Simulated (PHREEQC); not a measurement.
1.2 g of hydrous ferric oxide (600 m²/g; 0.2 weak and 0.005 strong sites per Fe, Dzombak-Morel constants, diffuse double layer) in 1 kg of water with 0.1 mol/kgw of an inert sodium salt and 0.0014 mol ZnSO4 and 3.9e-05 mol MgCl2, at 25 °C; the pH is set by adding NaOH or the inert anion's acid. O2 is buffered at 0.21 atm. CO2 from the air is kept out. Precipitation was switched off in this run.

Model: ion-association model, wateq4f.dat, run in PHREEQC.

| pH | S sorbed (%) | Zn sorbed (%) | Mg sorbed (%) | surface charge σ (C/m²) | surface potential ψ (mV) |
|---|---|---|---|---|---|
| 3 | 68.2 | 0.0 | 0.0 | 0.113 | 93 |
| 3.5 | 68.1 | 0.0 | 0.0 | 0.112 | 92 |
| 4 | 67.2 | 0.1 | 0.0 | 0.110 | 92 |
| 4.5 | 64.5 | 1.0 | 0.0 | 0.105 | 89 |
| 5 | 58.7 | 3.7 | 0.0 | 0.095 | 85 |
| 5.5 | 49.2 | 7.3 | 0.0 | 0.082 | 78 |
| 6 | 37.6 | 21.8 | 0.1 | 0.069 | 70 |
| 6.5 | 29.0 | 53.0 | 0.3 | 0.062 | 66 |
| 7 | 24.1 | 77.7 | 0.8 | 0.061 | 64 |
| 7.5 | 18.3 | 90.2 | 2.2 | 0.059 | 63 |
| 8 | 9.9 | 95.7 | 5.5 | 0.053 | 59 |
| 8.5 | 3.3 | 97.7 | 14.3 | 0.043 | 50 |
| 9 | 0.8 | 97.4 | 35.6 | 0.029 | 36 |
| 9.5 | 0.1 | 95.1 | 69.4 | 0.015 | 19 |
| 10 | 0.0 | 91.5 | 92.5 | -0.001 | -2 |
| 10.5 | 0.0 | 87.1 | 98.8 | -0.020 | -25 |
| 11 | 0.0 | 80.8 | 99.8 | -0.044 | -51 |

Along this series the solution becomes supersaturated in solids that the run did not let form, among them Zn(OH)2-e, Zn4(OH)6SO4. The oxide is taken as insoluble; below pH 4 it would dissolve.
